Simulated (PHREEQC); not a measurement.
Make-up at 20 °C: 0.13 mol NaF, 0.00014 mol Na2B4O7 and 0.26 mol NaH2PO4 per kg of water. Closed to the air; pH follows from the charge balance.

The numbers come from PHREEQC with the ion-association model, phreeqc.dat.

```yaml
pH: 4.86
ionic_strength: 0.382 mol/kgw
activity_of_water: 0.987
specific_conductance: 22000 µS/cm
density: 1.026 g/cm³
total_alkalinity: 0.280 meq/kg
```

```csv
species,molality,activity,log γ
Na+,0.379,0.275,-0.140
H2PO4-,0.256,0.181,-0.149
F-,0.115,0.0753,-0.183
NaF,0.0109,0.0119,0.038
HPO4-2,0.00329,0.000787,-0.621
HF,0.00132,0.00144,0.038
NaHPO4-,0.000594,0.000421,-0.149
HF2-,0.000544,0.000398,-0.135
BF4-,0.000387,0.000283,-0.135
H3PO4,0.000320,0.000349,0.038
BF3OH-,8.88e-5,6.51e-5,-0.135
```

This is a speciation only: nothing precipitates in the calculation. Real BF4- forms and hydrolyses slowly; the run takes it at equilibrium.
